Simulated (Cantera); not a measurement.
Feed: 1 mol Al(CH3)3, 1.8 mol O2, 5.9 mol N2, a varied amount of N2O, at 1525 K and 100000 Pa.

These are equilibrium values from Cantera (NASA tables, ideal gas, pure condensed phases), not measurements of a reactor. Candidate condensed phases: Al, AlN, Al2O3, C, C6H6, C7H8, C8H18, H2O; 148 gas species. The feed counts by its element totals alone. Gases not in the tables: Al(OH)3. Equilibrium is a limit: real reactors are often held back by kinetics, nucleation or transport.

x: gas mole fraction; n: condensed amount in mol.

```csv
n(N2O) (mol),x N2,x H2,x CO,x H2O,x O2,x CO2,x NO,n Al2O3(s)
1.2,0.486,0.292,0.201,0.0164,<1e-12,0.00419,3.49e-10,0.500
1.5,0.497,0.270,0.193,0.0318,<1e-12,0.00844,7.40e-10,0.500
1.8,0.507,0.250,0.185,0.0465,<1e-12,0.0128,1.18e-9,0.500
2.3,0.522,0.218,0.171,0.0690,<1e-12,0.0201,2.04e-9,0.500
3,0.543,___,___,___,___,___,___,0.500
3.7,0.561,0.142,0.133,0.121,5.07e-12,0.0423,5.72e-9,0.500
4.7,0.586,___,___,___,___,___,___,0.500
6,0.613,0.0541,0.0696,0.178,7.47e-11,0.0850,2.30e-8,0.500
7.6,0.643,0.0146,0.0235,0.200,1.29e-9,0.119,9.78e-8,0.500
9.6,0.657,3.16e-6,5.67e-6,0.191,0.0252,0.127,0.000436,0.500
12,0.658,1.69e-6,3.04e-6,0.165,0.0658,0.110,0.000706,0.500
15,0.659,1.16e-6,2.08e-6,0.142,0.104,0.0946,0.000886,0.500
19,0.660,8.38e-7,1.50e-6,0.119,0.140,0.0796,0.00103,0.500
```

Problem. What belongs in the gaps?

Solution. 
- 4.7, x H2: 0.0985
- 4.7, x CO: 0.106
- 4.7, x H2O: 0.150
- 4.7, x O2: 1.60e-11
- 4.7, x CO2: 0.0599
- 4.7, x NO: 1.04e-8
- 3, x H2: 0.177
- 3, x CO: 0.152
- 3, x H2O: 0.0971
- 3, x O2: 2.07e-12
- 3, x CO2: 0.0309
- 3, x NO: 3.60e-9
